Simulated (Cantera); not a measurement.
A closed system holds: 1 mol B2O3, 0.25 mol O2, a varied amount of N2, equilibrated at 1900 °C and 465 Torr.

Cantera equilibrium calculation (NASA polynomials, part measured and part estimated; ideal gas, pure solids and liquids). Candidate condensed phases: B, BN, B2O3; 17 gas species. The numbers say what is thermodynamically allowed, not how fast it happens.

Question: Which condensed phases are stable at each of these points (n(N2) (mol)): 0.32, 0.54, 0.92, 1.6, 2.7, 4.5, 7.7, 13, 22, 38, 65?

Answer: 
| n(N2) (mol) | condensed phases | B condensed (%) |
|---|---|---|
| 0.32 | B2O3(l) | 60.9 |
| 0.54 | B2O3(l) | 46.2 |
| 0.92 | B2O3(l) | 21.0 |
| 1.6 | gas only | 0.0 |
| 2.7 | gas only | 0.0 |
| 4.5 | gas only | 0.0 |
| 7.7 | gas only | 0.0 |
| 13 | gas only | 0.0 |
| 22 | gas only | 0.0 |
| 38 | gas only | 0.0 |
| 65 | gas only | 0.0 |

From 0.32 mol N2 to 0.92 mol N2 the condensed part is B2O3(l). From 1.6 mol N2 to 65 mol N2 nothing is condensed.
